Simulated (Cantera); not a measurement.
A closed system holds: 1 mol CsCl, 0.11 mol H₂, 0.075 mol HCl, held at 1652 °C and 0.000220 bar.

Cantera equilibrium calculation (NASA polynomials, part measured and part estimated; ideal gas, pure solids and liquids). Candidate condensed phases: Cs, CsCl; 9 gas species. Kinetics and transport are ignored.

Base state: CsCl 0.802, H₂ 0.0774, HCl 0.0699, Cs 0.0203, H 0.0179, Cl 0.0122 (mole fractions); condensed: gas only.

What changes in the equilibrium state with this change: H₂ from 0.11 to 0.59 mol?


| species | before | after |
|---|---|---|
| CsCl | 0.802 | 0.550 |
| H₂ | 0.0774 | 0.312 |
| HCl | 0.0699 | 0.0669 |
| H | 0.0179 | 0.0360 |
| Cl | 0.0122 | 0.00580 |
| Cs | 0.0203 | 0.0292 |

What changes in the equilibrium state with this change: temperature from 1652 °C to 725 °C?


```json
[
 {"species": "CsCl", "before": "0.802", "after": "0.741"},
 {"species": "H₂", "before": "0.0774", "after": "0.101"},
 {"species": "Cs₂Cl₂", "before": "4.82e-6", "after": "0.0892"},
 {"species": "Cl", "before": "0.0122", "after": "2.94e-8"},
 {"species": "Cs", "before": "0.0203", "after": "5.23e-8"},
 {"species": "H", "before": "0.0179", "after": "4.63e-8"},
 {"species": "HCl", "before": "0.0699", "after": "0.0689"}
]
```

What changes in the equilibrium state with this change: H₂ from 0.11 to 0.63 mol?


```
species  before    after
-------  ------  -------
CsCl      0.802    0.536
H₂       0.0774    0.326
HCl      0.0699   0.0662
H        0.0179   0.0368
Cl       0.0122  0.00562
Cs       0.0203   0.0294
```
